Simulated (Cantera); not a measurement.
## Premixed flame

A freely propagating, adiabatic, planar premixed flame of CH₄ : O₂ : N₂ = 1 : 2 : 7.52 (molar parts), equivalence ratio 1.0, unburnt at 323 K and 608 Torr; mixture-averaged transport, grid criteria slope 0.08 and curve 0.16, no radiation.

Cantera simulation using GRI-Mech 3.0 (53 species, 325 reactions); the numbers are that mechanism's predictions, not measurements. Burning velocities carry a grid error of a few per cent, more on coarse grids.

```tsv
z (mm)	T (K)	u (m/s)	x CH₄	x O₂	x C₂H	x O	x C₂H₆	x NO₂
-1.52	323	0.463	0.0950	0.190	<1e-8	<1e-8	<1e-8	<1e-8
-1.01	324	0.465	0.0948	0.190	<1e-8	<1e-8	6.04e-8	<1e-8
-0.760	328	0.471	0.0944	0.189	<1e-8	<1e-8	6.78e-7	<1e-8
-0.507	378	0.547	0.0911	0.186	<1e-8	2.07e-8	2.21e-5	7.95e-8
-0.253	822	1.21	0.0652	0.152	<1e-8	5.41e-6	0.000567	1.49e-7
-0.127	1273	1.89	0.0361	0.109	<1e-8	9.00e-5	0.000867	3.05e-8
0	1682	2.51	0.00835	0.0596	1.04e-7	0.000768	0.000101	<1e-8
0.127	1841	2.74	0.000523	0.0323	7.29e-8	0.00260	3.46e-7	<1e-8
0.253	1887	2.80	1.60e-5	0.0236	<1e-8	0.00343	<1e-8	<1e-8
0.507	1939	2.86	2.69e-8	0.0191	<1e-8	0.00326	<1e-8	<1e-8
1.01	2003	2.94	<1e-8	0.0163	<1e-8	0.00255	<1e-8	<1e-8
2.03	2075	3.04	<1e-8	0.0135	<1e-8	0.00171	<1e-8	<1e-8
4.05	2140	3.12	<1e-8	0.0107	<1e-8	0.00104	<1e-8	<1e-8
```
x: mole fraction of selected species; z is measured from the peak of heat release.

laminar burning velocity: 46.3 cm/s
thermal thickness: 0.507 mm
peak x(C₂H): 1.59e-7
peak x(O): 0.00347
peak x(C₂H₆): 0.000915
grid points: 155
